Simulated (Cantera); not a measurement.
Source: NASA polynomial tables (part measured, part estimated), evaluated in Cantera. Values are per mole of reaction as written; species without (g) are pure solids or liquids, kept so even where they would boil at 1 bar. TiC: taken at fixed stoichiometry.

Question: Between 650 and 1450 K, where is each reaction favourable under standard conditions?
- 3 Ti + C3H8(g) ⇌ 8 H(g) + 3 TiC

Answer: 
- 3 Ti + C3H8(g) ⇌ 8 H(g) + 3 TiC: ΔG° is 871 kJ at 650 K and 280 kJ at 1450 K; it stays positive (K < 1). ΔH° is 1363 kJ and ΔS° 747 J/K at 1450 K.
